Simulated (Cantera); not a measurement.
**Premixed flame**

A freely propagating, adiabatic, planar premixed flame of H₂ : O₂ : N₂ = 1 : 0.758 : 3.11 (molar parts), equivalence ratio 0.66, unburnt at 325 K and 3.95 atm; mixture-averaged transport, grid criteria slope 0.08 and curve 0.16, no radiation.

Cantera simulation using the H2/O2 subset of GRI-Mech 3.0, which has no nitrogen chemistry; the numbers are that mechanism's predictions, not measurements. The hydrogen kinetics of GRI-Mech 3.0 are dated; newer H2 mechanisms differ, most at raised pressure. Burning velocities carry a grid error of a few per cent, more on coarse grids. Lean hydrogen flames are cellular in practice and burn faster than this planar one.

| z (mm) | T (K) | u (m/s) | x H₂ | x O₂ | x H₂O | x H | x O | x OH |
|---|---|---|---|---|---|---|---|---|
| -0.310 | 325 | 0.534 | 0.203 | 0.156 | 7.76e-6 | <1e-8 | <1e-8 | <1e-8 |
| -0.207 | 328 | 0.533 | 0.196 | 0.158 | 0.000155 | <1e-8 | <1e-8 | <1e-8 |
| -0.155 | 335 | 0.538 | 0.185 | 0.160 | 0.000782 | <1e-8 | <1e-8 | <1e-8 |
| -0.103 | 377 | 0.589 | 0.157 | 0.163 | 0.00599 | <1e-8 | 2.70e-8 | <1e-8 |
| -0.0517 | 662 | 0.991 | 0.0981 | 0.154 | 0.0484 | 5.50e-6 | 6.33e-6 | 1.24e-5 |
| -0.0258 | 1010 | 1.49 | 0.0629 | 0.131 | 0.0990 | 0.000381 | 0.000186 | 0.000339 |
| 0 | 1349 | 1.99 | 0.0324 | 0.102 | 0.153 | 0.00183 | 0.00119 | 0.00159 |
| 0.0258 | 1561 | 2.30 | 0.0142 | 0.0800 | 0.187 | 0.00246 | 0.00213 | 0.00357 |
| 0.0517 | 1673 | 2.47 | 0.00680 | 0.0704 | 0.202 | 0.00187 | 0.00212 | 0.00468 |
| 0.103 | 1769 | 2.61 | 0.00258 | 0.0654 | 0.213 | 0.000718 | 0.00128 | 0.00443 |
| 0.207 | 1819 | 2.68 | 0.000812 | 0.0643 | 0.217 | 0.000134 | 0.000433 | 0.00284 |
| 0.413 | 1836 | 2.70 | 0.000200 | 0.0644 | 0.219 | 1.72e-5 | 0.000113 | 0.00151 |
| 0.827 | 1841 | 2.71 | 6.28e-5 | 0.0645 | 0.220 | 3.42e-6 | 3.95e-5 | 0.000904 |
x: mole fraction of selected species; z is measured from the peak of heat release.

```yaml
laminar_burning_velocity: 53.5 cm/s
thermal_thickness: 0.103 mm
peak x(H): 0.00247
peak x(O): 0.00222
peak x(OH): 0.00482
grid_points: 115
```
